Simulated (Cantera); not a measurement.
Input: 1 mol Ta2O5, 1.8 mol CH4, 0.046 mol CO, held at 0.840 bar.

Equilibrium computed with Cantera from the NASA thermochemical tables; the gas is ideal and each condensed phase is pure. Candidate condensed phases: C, C6H6, C7H8, C8H18, H2O, Ta, TaC, Ta2O5; 113 gas species. Mutual solubility and eutectic melting of coexisting phases are not modelled. TaC: taken at fixed stoichiometry. Condensed phases not in the tables: Ta2C. Kinetics and transport are ignored.

### Question
At 1800 K, list the 4 most abundant gas species with their mole fractions, and the condensed phases.

### Answer
H2 0.727, CO 0.269, H2O 0.00370, CO2 0.000358. Condensed: TaC(s) + Ta2O5(s).
